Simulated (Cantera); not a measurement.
Hydrocarbon pyrolysis for carbon deposition

An isothermal, constant-pressure homogeneous reactor starts with C₂H₆ : H₂ = 1 : 17 (molar parts), at 1148 K and 1.01 bar.

Cantera simulation using GRI-Mech 3.0 (53 species, 325 reactions); the numbers are that mechanism's predictions, not measurements. GRI-Mech 3.0 stops at C3 and has no aromatics, soot or wall deposition, so with more carbon than oxygen in the feed, carbon stays in small species such as C2H2 where larger ones or solid carbon would form.

| t (s) | x C₂H₆ | x H₂ | x CH₄ | x C₂H | x C₂H₂ | x H | x CH₃ |
|---|---|---|---|---|---|---|---|
| 7.00e-6 | 0.0556 | 0.944 | 1.11e-7 | <1e-12 | <1e-12 | 2.13e-8 | 8.51e-8 |
| 1.90e-5 | 0.0556 | 0.944 | 4.35e-7 | <1e-12 | <1e-12 | 5.12e-8 | 9.83e-8 |
| 5.15e-5 | 0.0556 | 0.944 | 1.36e-6 | <1e-12 | <1e-12 | 1.29e-7 | 1.01e-7 |
| 0.000140 | 0.0555 | 0.944 | 4.08e-6 | <1e-12 | 2.76e-11 | 3.38e-7 | 1.19e-7 |
| 0.000378 | 0.0554 | 0.944 | 1.57e-5 | <1e-12 | 1.38e-9 | 8.58e-7 | 2.36e-7 |
| 0.00103 | 0.0547 | 0.944 | 9.84e-5 | <1e-12 | 5.27e-8 | 1.70e-6 | 6.36e-7 |
| 0.00278 | 0.0519 | 0.944 | 0.000485 | <1e-12 | 9.26e-7 | 1.99e-6 | 8.21e-7 |
| 0.00755 | 0.0452 | 0.944 | 0.00150 | <1e-12 | 8.40e-6 | 1.97e-6 | 7.63e-7 |
| 0.0205 | 0.0324 | 0.944 | 0.00367 | <1e-12 | 5.40e-5 | 1.87e-6 | 6.44e-7 |
| 0.0555 | 0.0175 | 0.943 | 0.00723 | <1e-12 | 0.000240 | 1.65e-6 | 5.07e-7 |
| 0.150 | 0.0104 | 0.940 | 0.0123 | <1e-12 | 0.000661 | 1.41e-6 | 4.99e-7 |
| 0.408 | 0.00874 | 0.935 | 0.0219 | <1e-12 | 0.00110 | 1.32e-6 | 6.96e-7 |
| 1.11 | 0.00680 | 0.926 | 0.0407 | <1e-12 | 0.00106 | 1.17e-6 | 1.04e-6 |
| 3.00 | 0.00418 | 0.912 | 0.0673 | <1e-12 | 0.000665 | 9.30e-7 | 1.32e-6 |
x: mole fraction; the columns are a selection and need not sum to one.

Equilibrium at this temperature and pressure: C₂H₆ 7.64e-6, H₂ 0.889, CH₄ 0.111, C₂H <1e-12, C₂H₂ 1.15e-6, H 6.75e-8, CH₃ 1.58e-7 (gas phase only).
